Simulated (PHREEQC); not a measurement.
PHREEQC input (Pitzer model, pitzer.dat):

```
SOLUTION 1
  temp 25
  units mol/kgw
  pH 7 charge
  C(4) 0.42
  Na 1.9318
  S(6) 0.54
  Cl 0.0085
END
USE solution 1
INCREMENTAL_REACTIONS false
REACTION 1
  H2O -1
  0 9.886 18.011 24.689 30.178 34.689 38.397 41.444
  43.949 moles
EQUILIBRIUM_PHASES 1
  Burkeite 0 0
  Halite 0 0
  Mirabilite 0 0
  Nahcolite 0 0
  Natron 0 0
  Thenardite 0 0
  Trona 0 0
  CO2(g) -3.4 10
SELECTED_OUTPUT 1
  -reset false
  -pH true
  -pe true
  -ionic_strength true
  -water true
  -activities H2O
  -totals C Cl Na S
  -molalities H+ Na+ Cl- CO3-2 SO4-2 OH- HCO3- CO2 HSO4-
  -equilibrium_phases Burkeite Halite Mirabilite Nahcolite Natron Thenardite Trona
PRINT
  -reset false
END
```

Selected output (columns that matter, 9 of 9 rows; water left (kg) added in front):

```
water left (kg)	pH	mu	C	Cl	Na	S	m_H+	m_Na+	m_Cl-	m_CO3-2	m_SO4-2	la_H2O	Mirabilite	Trona
0.998864	9.9306	2.8286	0.49018	0.0085097	1.934	0.54061	2.9767e-10	1.934	0.0085097	0.35395	0.54061	-0.015546	0	0
0.820851	9.9429	3.4482	0.59024	0.010355	2.3534	0.65785	2.9042e-10	2.3534	0.010355	0.43698	0.65785	-0.0186	0	0
0.67455	9.9533	4.2026	0.71177	0.012601	2.8638	0.80053	2.7858e-10	2.8638	0.012601	0.53826	0.80053	-0.022366	0	0
0.554304	9.9614	5.1208	0.85973	0.015335	3.4851	0.97419	2.6054e-10	3.4851	0.015335	0.66151	0.97419	-0.027096	0	0
0.455463	9.9667	6.2381	1.0403	0.018662	4.2414	1.1856	2.3494e-10	4.2414	0.018662	0.81107	1.1856	-0.033158	0	0
0.374225	9.968	7.597	1.2614	0.022714	5.1621	1.443	2.0121e-10	5.1621	0.022714	0.9919	1.443	-0.041109	0	0
0.307434	9.9632	9.2497	1.5334	0.027648	6.2836	1.7565	1.6026e-10	6.2836	0.027648	1.2096	1.7565	-0.05179	0	0
0.229626	9.9866	10.73	2.0413	0.037017	7.3028	1.7966	1.2618e-10	7.3028	0.037017	1.631	1.7966	-0.06307	0.12745	0
0.161015	9.9917	11.696	2.3653	0.05279	7.971	1.8282	1.0797e-10	7.971	0.05279	1.8964	1.8282	-0.071278	0.24563	0.052364
```
